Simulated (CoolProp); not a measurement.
A closed Brayton cycle with dry air: compressor inlet 328.15 K and 7.5 MPa, high pressure 18.9 MPa, turbine inlet 895 K, compressor efficiency 0.8, turbine efficiency 0.9, recuperator effectiveness 0.8 (on enthalpy, no pinch check). Each further row changes one setting.

The numbers come from the reference Helmholtz-energy equation of state, Lemmon 2000 in CoolProp. It is a pseudo-pure fit of the blend.

```tsv
case	thermal efficiency (%)	net work (kJ/kg)	compressor to turbine work	compressor exit (K)	turbine exit (K)
as stated	26.5	69.1	0.65	452.7	722.0
turbine inlet 845 K	24.1	58.0	0.69	452.7	680.1
compressor inlet 338.15 K	25.2	64.9	0.67	466.4	722.0
high pressure 16.1 MPa	26.2	63.1	0.62	428.7	749.5
recuperator effectiveness 0.5	19.9	69.1	0.65	452.7	722.0
```
